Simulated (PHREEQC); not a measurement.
# Buffer (model solution)

Consider water at 25 °C with 7.2 mmol/kgw NaHCO3, 0.6 mmol/kgw KOH and 0.099 mmol/kgw NaCl. Closed to the air; pH follows from the charge balance.

The numbers come from PHREEQC with the ion-association model, wateq4f.dat.

Each row changes one thing in this solution. This is a speciation only: nothing precipitates in the calculation.

| case | pH | ionic strength (mol/kgw) | HCO3- (mol/kgw) | CO3-2 (mol/kgw) | NaCO3- (mol/kgw) | NaHCO3 (mol/kgw) | SI of Nahcolite (NaHCO3) | SI of Natron (Na2CO3:10H2O) |
|---|---|---|---|---|---|---|---|---|
| as made | 9.13 | 0.00837 | 0.00657 | 0.000545 | 5.05e-5 | 2.21e-5 | -3.86 | -6.48 |
| KOH from 0.0006 to 0.0003 mol/kgw | ? | 0.00783 | 0.00684 | 0.000286 | 2.69e-5 | 2.32e-5 | -3.84 | ? |
| NaCl replaced by Na2SO4 at the same molality | 9.12 | 0.00856 | 0.00657 | 0.000544 | 5.10e-5 | 2.24e-5 | -3.85 | -6.47 |
| NaHCO3 from 0.0072 to 0.00144 mol/kgw | ? | 0.00262 | 0.000939 | 0.000489 | 1.11e-5 | 7.21e-7 | -5.34 | ? |
| NaHCO3 from 0.0072 to 0.0144 mol/kgw | 8.78 | 0.0155 | 0.0136 | 0.000548 | 9.03e-5 | 8.58e-5 | -3.27 | ? |

Q: Fill in the missing entries.

A: 
- KOH from 0.0006 to 0.0003 mol/kgw, pH: 8.83
- KOH from 0.0006 to 0.0003 mol/kgw, SI of Natron (Na2CO3:10H2O): -6.75
- NaHCO3 from 0.0072 to 0.00144 mol/kgw, pH: 9.97
- NaHCO3 from 0.0072 to 0.00144 mol/kgw, SI of Natron (Na2CO3:10H2O): -7.78
- NaHCO3 from 0.0072 to 0.0144 mol/kgw, SI of Natron (Na2CO3:10H2O): -5.95
